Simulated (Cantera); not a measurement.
A Cantera script and its output.

```python
import numpy as np
import cantera as ct

gas = ct.Solution("gri30.yaml")
gas.TPX = 1698, 8300, {'CH4': 1, 'H2': 2.4}
reactor = ct.IdealGasConstPressureReactor(gas, energy="off", clone=False)
net = ct.ReactorNet([reactor])
net.rtol, net.atol = 1e-08, 1e-18
show = ['CH4', 'H2', 'C2H2', 'H', 'CH3']
times = np.geomspace(5e-06, 4, 12)

steps = ct.SolutionArray(gas, extra=["t"])
rows = []
print(f"{'t/s':>10s}{'T/K':>9s}{'P/Pa':>11s}" + "".join(f"{s:>11s}" for s in show))
for t in times:
    while net.time < t:
        t_next = net.step()
        steps.append(gas.state, t=t_next)
    rows.append([np.interp(t, steps.t, y) for y in (steps.T, steps.P, *steps(*show).X.T)])
    print(f"{t:10.3e}{rows[-1][0]:9.1f}{rows[-1][1]:11.4g}" + "".join(f"{x:11.3e}" for x in rows[-1][2:]))
rate = np.gradient(steps.T, steps.t)
print("integrator steps:", len(steps.t))
if steps.T.max() > steps.T[0] + 200:
    print(f"time of steepest temperature rise: {steps.t[rate.argmax()]:.4e} s")
gas.TPX = 1698, 8300, {'CH4': 1, 'H2': 2.4}
gas.equilibrate("TP")
print(f"equilibrium (TP): T = {gas.T:.1f} K  " + "  ".join(f"{s} {gas[s].X[0]:.3e}" for s in show))
```

Output:

```
       t/s      T/K       P/Pa        CH4         H2       C2H2          H        CH3
 5.000e-06   1698.0       8300  2.941e-01  7.059e-01  1.512e-16  1.030e-06  4.262e-06
 1.720e-05   1698.0       8300  2.941e-01  7.059e-01  6.296e-14  2.403e-06  1.580e-05
 5.919e-05   1698.0       8300  2.941e-01  7.059e-01  1.618e-11  7.106e-06  5.550e-05
 2.037e-04   1698.0       8300  2.939e-01  7.059e-01  3.346e-09  2.320e-05  1.911e-04
 7.007e-04   1698.0       8300  2.933e-01  7.060e-01  7.787e-07  7.599e-05  6.325e-04
 2.411e-03   1698.0       8300  2.895e-01  7.074e-01  1.717e-04  2.055e-04  1.681e-03
 8.295e-03   1698.0       8300  2.672e-01  7.206e-01  6.304e-03  2.683e-04  1.987e-03
 2.854e-02   1698.0       8300  2.068e-01  7.580e-01  3.075e-02  2.918e-04  1.596e-03
 9.820e-02   1698.0       8300  1.131e-01  8.160e-01  6.859e-02  3.432e-04  9.584e-04
 3.379e-01   1698.0       8300  3.982e-02  8.613e-01  9.765e-02  4.138e-04  3.869e-04
 1.163e+00   1698.0       8300  1.107e-02  8.790e-01  1.089e-01  4.608e-04  1.176e-04
 4.000e+00   1698.0       8300  3.861e-03  8.835e-01  1.117e-01  4.739e-04  4.198e-05
integrator steps: 1036
equilibrium (TP): T = 1698.0 K  CH4 2.979e-03  H2 8.840e-01  C2H2 1.121e-01  H 4.753e-04  CH3 3.246e-05
```

Computed with Cantera and GRI-Mech 3.0 (53 species, 325 reactions). GRI-Mech 3.0 stops at C3 and has no aromatics, soot or wall deposition, so with more carbon than oxygen in the feed, carbon stays in small species such as C2H2 where larger ones or solid carbon would form.
